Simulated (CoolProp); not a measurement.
Computed with CoolProp (reference Helmholtz-energy equation of state, Gao 2020).

### Question
For ammonia, give the phase and the cv (kJ/(kg K)), Joule-Thomson coefficient (K/MPa), Prandtl number at 459.4 K and 0.887 MPa.

### Answer
- 459.4 K and 0.887 MPa: gas; cv 1.93, Joule-Thomson coefficient 7.08, Prandtl number 0.854

Viscosity comes from a separate model (Fenghour 1995). Thermal conductivity comes from a separate model (Tufeu 1984).
